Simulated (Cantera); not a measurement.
A Cantera script and what it prints.

```python
import numpy as np
import cantera as ct

gas_names = """
    C CN CO CO2 C2 CCN CNC C2N2 C2O C3 C3O2 C4 C4N2 C5 N NCO NO NO2 NO3 N2 N2O O O2 O3 Si SiC SiC2 SiN
    SiO SiO2 Si2 Si2C Si2N Si3
""".split()
cond_names = """
    C(gr) Si(cr) Si(L) SiC(b) SiO2(Lqz) SiO2(hqz) SiO2(L) Si2N2O(s) Si3N4(a)
""".split()


# ... load() reads the species with a 1 bar reference pressure and builds the phases ...
atoms = {
    'SiC': {'Si': 1, 'C': 1},
    'N2O': {'N': 2, 'O': 1},
    'N2': {'N': 2},
}
top_T = {'C(gr)': 4500, 'SiC(b)': 3050, 'Si2N2O(s)': 2100, 'Si3N4(a)': 2400}  # K; cautious upper limits of use, not melting points


# ... equilibrate(T, P, feed) seeds the gas with the atoms and calls Mixture.equilibrate('TP', solver="vcs", rtol=1e-11, max_steps=5000) ...
results = []
feed = {'SiC': 1, 'N2O': 0.019, 'N2': 1.6}  # mol
T = 1973.15  # K
for P in [0.1, 1.5, 22, 320, 4600, 68000, 1000000]:
    mix = equilibrate(T, P, feed)
    results.append((T, P, feed, dict(zip(mix.species_names, mix.species_moles))))
    x = sorted(zip(gas.X, gas.species_names), reverse=True)
    print(f"T = {T:g} K  P = {P:g} Pa  gas = {mix.phase_moles(0):.4g} mol")
    print("   x: " + "  ".join(f"{s} {v:.3e}" for v, s in x if v > 1e-05))
    print("   condensed (mol): " + ("  ".join(f"{mix.phase(i).name} {mix.phase_moles(i):.4g}"
          for i in range(1, mix.n_phases) if mix.phase_moles(i) > 1e-12) or "none"))
```

Output:

```
T = 1973.15 K  P = 0.1 Pa  gas = 2.633 mol
   x: N2 6.147e-01  Si 3.623e-01  SiC2 1.321e-02  CO 7.202e-03  Si2C 2.047e-03  CN 3.103e-04  SiN 7.892e-05  Si2 4.032e-05  C 1.694e-05  SiO 1.456e-05  C3 1.417e-05
   condensed (mol): C(gr) 0.9051
T = 1973.15 K  P = 1.5 Pa  gas = 1.843 mol
   x: N2 8.786e-01  Si 1.045e-01  CO 1.022e-02  SiC2 3.809e-03  Si2C 2.553e-03  SiN 1.054e-04  CN 9.579e-05  SiO 8.938e-05  Si2 5.029e-05
   condensed (mol): C(gr) 0.1718  SiC(b) 0.7905
T = 1973.15 K  P = 22 Pa  gas = 1.657 mol
   x: N2 9.772e-01  CO 1.124e-02  Si 1.086e-02  Si2C 2.654e-04  SiO 2.286e-04  SiC2 1.703e-04  SiN 4.426e-05  CN 1.730e-05
   condensed (mol): SiC(b) 0.9803
T = 1973.15 K  P = 320 Pa  gas = 1.644 mol
   x: N2 9.846e-01  CO 7.734e-03  SiO 3.821e-03  Si 3.682e-03  Si2C 8.995e-05  SiN 5.741e-05  Si2N 2.882e-05  Si2 1.332e-05
   condensed (mol): SiC(b) 0.9871
T = 1973.15 K  P = 4600 Pa  gas = 1.639 mol
   x: N2 9.880e-01  CO 6.004e-03  SiO 5.591e-03  Si 3.516e-04  SiN 2.082e-05  Si2N 1.435e-05
   condensed (mol): SiC(b) 0.9901
T = 1973.15 K  P = 68000 Pa  gas = 1.632 mol
   x: N2 9.883e-01  CO 8.703e-03  SiO 2.941e-03  Si 1.433e-05
   condensed (mol): SiC(b) 0.9858  Si3N4(a) 0.003123
T = 1973.15 K  P = 1e+06 Pa  gas = 1.626 mol
   x: N2 9.904e-01  CO 9.508e-03  SiO 8.893e-05
   condensed (mol): SiC(b) 0.9845  Si2N2O(s) 0.003399  Si3N4(a) 0.002839
```

Equilibrium computed with Cantera from the NASA thermochemical tables; the gas is ideal and each condensed phase is pure. Mutual solubility and eutectic melting of coexisting phases are not modelled. The tables' values for SiN are old estimates; treat these amounts as uncertain.
